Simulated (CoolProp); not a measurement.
Toluene along the isobar 0.101 MPa: Z from the reference equation and from simpler models built on Tc = 318.6 °C, pc = 4.126 MPa, ω = 0.266; each cubic takes its own stable root.

Computed with CoolProp (reference Helmholtz-energy equation of state, Lemmon 2006). It is a short technical equation, of lower accuracy than the large ones.

```json
[
 {"T (°C)": "-65.65", "phase": "liquid", "reference": "0.005699", "Redlich-Kwong": "0.006633", "Soave-Redlich-Kwong": "0.006574", "Peng-Robinson": "0.005869"},
 {"T (°C)": "-61.15", "phase": "liquid", "reference": "0.005603", "Redlich-Kwong": "0.006514", "Soave-Redlich-Kwong": "0.006452", "Peng-Robinson": "0.005759"},
 {"T (°C)": "-56.75", "phase": "liquid", "reference": "0.005514", "Redlich-Kwong": "0.006402", "Soave-Redlich-Kwong": "0.006338", "Peng-Robinson": "0.005656"},
 {"T (°C)": "-52.25", "phase": "liquid", "reference": "0.005426", "Redlich-Kwong": "0.006294", "Soave-Redlich-Kwong": "0.006227", "Peng-Robinson": "0.005556"},
 {"T (°C)": "-47.85", "phase": "liquid", "reference": "0.005343", "Redlich-Kwong": "0.006192", "Soave-Redlich-Kwong": "0.006123", "Peng-Robinson": "0.005462"},
 {"T (°C)": "-43.35", "phase": "liquid", "reference": "0.005262", "Redlich-Kwong": "0.006093", "Soave-Redlich-Kwong": "0.006021", "Peng-Robinson": "0.005370"},
 {"T (°C)": "-38.95", "phase": "liquid", "reference": "0.005186", "Redlich-Kwong": "0.006000", "Soave-Redlich-Kwong": "0.005925", "Peng-Robinson": "0.005284"},
 {"T (°C)": "-34.45", "phase": "liquid", "reference": "0.005112", "Redlich-Kwong": "0.005908", "Soave-Redlich-Kwong": "0.005831", "Peng-Robinson": "0.005199"},
 {"T (°C)": "-30.05", "phase": "liquid", "reference": "0.005042", "Redlich-Kwong": "0.005823", "Soave-Redlich-Kwong": "0.005743", "Peng-Robinson": "0.005119"},
 {"T (°C)": "-25.55", "phase": "liquid", "reference": "0.004973", "Redlich-Kwong": "0.005739", "Soave-Redlich-Kwong": "0.005657", "Peng-Robinson": "0.005041"},
 {"T (°C)": "-21.15", "phase": "liquid", "reference": "0.004908", "Redlich-Kwong": "0.005661", "Soave-Redlich-Kwong": "0.005576", "Peng-Robinson": "0.004968"},
 {"T (°C)": "-16.65", "phase": "liquid", "reference": "0.004844", "Redlich-Kwong": "0.005583", "Soave-Redlich-Kwong": "0.005496", "Peng-Robinson": "0.004896"},
 {"T (°C)": "-12.15", "phase": "liquid", "reference": "0.004783", "Redlich-Kwong": "0.005509", "Soave-Redlich-Kwong": "0.005420", "Peng-Robinson": "0.004827"},
 {"T (°C)": "-7.75", "phase": "liquid", "reference": "0.004725", "Redlich-Kwong": "0.005440", "Soave-Redlich-Kwong": "0.005348", "Peng-Robinson": "0.004762"}
]
```
